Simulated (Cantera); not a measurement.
**Thermodynamics of halide evaporation, hydrolysis and transport, feed FeCl₂ + H₂ + N₂ + O₂**

Feed: 1 mol FeCl₂, 11 mol H₂, 42 mol N₂, 0.68 mol O₂, at 948 K and 0.133 bar.

Method: chemical equilibrium by Gibbs-energy minimisation in Cantera with the NASA 1993 tables (ideal gas, pure condensed phases). Candidate condensed phases: Fe, FeCl₂, FeCl₃, FeO, Fe(OH)₂, Fe(OH)₃, Fe₂O₃, Fe₃O₄, H₂O, NH₄Cl; 37 gas species. The tables' stoichiometric FeO is somewhat more stable than real wüstite, so its field is too wide. FeO: taken at fixed stoichiometry. Rates play no part.

```yaml
x(N₂): 0.778
x(H₂): 0.161
x(HCl): 0.0350
x(H₂O): 0.0251
x(FeCl₂): 0.00102
x(NH₃): 6.36e-6
x(Fe₂Cl₄): 4.04e-6
n(Fe(α)): 0.939 mol
n(FeO(s)): 0.00575 mol
gas_amount: 54.00 mol
log10 activity of FeCl₂(s) (absent): -1.76
log10 activity of Fe(OH)₂(s) (absent): -7.18
log10 activity of Fe(OH)₃(s) (absent): -13.50
```
